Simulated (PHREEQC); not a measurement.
A solution holds 0.03 mol/kgw Na2HAsO4 and 0.0018 mol/kgw NaOH, at 25 °C. Closed to the air; pH follows from the charge balance.

All values are PHREEQC results (ion-association model, wateq4f.dat), not measurements.

This is a speciation only: nothing precipitates in the calculation.

Problem. Predict the pH, ionic strength.

Solution. pH 9.91; ionic strength 0.0952 mol/kgw.

Problem. In which forms is As present?

Solution. HAsO4-2 94 %, AsO4-3 5.7 % of the As.

Species that the database lacks are ignored.
